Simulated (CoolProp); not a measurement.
Nitrogen at several states: fugacity coefficient from the reference equation and from simpler models built on Tc = -147.0 °C, pc = 3.396 MPa, ω = 0.037; each cubic takes its own stable root.

Values from CoolProp's reference Helmholtz-energy equation of state, Span 2000.

```tsv
T (°C)	p (MPa)	phase	reference
-131.95	4.37	supercritical	0.7122
191.45	1.15	gas	1.004
-106.45	10.2	supercritical	0.6632
458.85	0.0266	gas	1.000
-131.55	9.5	supercritical	0.4773
```

### Question
How far does each simpler model (van der Waals, Redlich-Kwong, Soave-Redlich-Kwong, Peng-Robinson) lie from the reference over these 5 states: mean and median of the absolute difference, and the worst?

### Answer
- van der Waals: mean 1.5 %, median 0.3 %, worst -5.0 % at -106.45 °C and 10.2 MPa
- Redlich-Kwong: mean 0.5 %, median 0.8 %, worst -0.9 % at -131.95 °C and 4.37 MPa
- Soave-Redlich-Kwong: mean 0.8 %, median 0.4 %, worst +1.9 % at -131.55 °C and 9.5 MPa
- Peng-Robinson: mean 2.8 %, median 4.3 %, worst -5.0 % at -106.45 °C and 10.2 MPa
